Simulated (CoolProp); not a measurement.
Model: reference Helmholtz-energy equation of state, Lemmon 2016, in CoolProp.

Q: For R365MFC, give the phase and the cv (kJ/(kg K)), isothermal compressibility (1/MPa), expansivity (1/kK) at 226.85 °C and 238 bar.

A: 
- 226.85 °C and 238 bar: supercritical; cv 1.33, isothermal compressibility 0.00801, expansivity 2.20
